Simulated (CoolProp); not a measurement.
Computed with CoolProp (reference Helmholtz-energy equation of state, de Reuck 1990).

**Question.** Give the vapour pressure (kPa), liquid density (kg/m³), vapour density (kg/m³), enthalpy of vaporisation (kJ/kg) of saturated fluorine at -175.95, -163.35 °C.

**Answer.** 
```tsv
T (°C)	p (kPa)	liquid density (kg/m³)	vapour density (kg/m³)	enthalpy of vaporisation (kJ/kg)
-175.95	339	1410	17.3	162
-163.35	877	1310	42.8	145
```
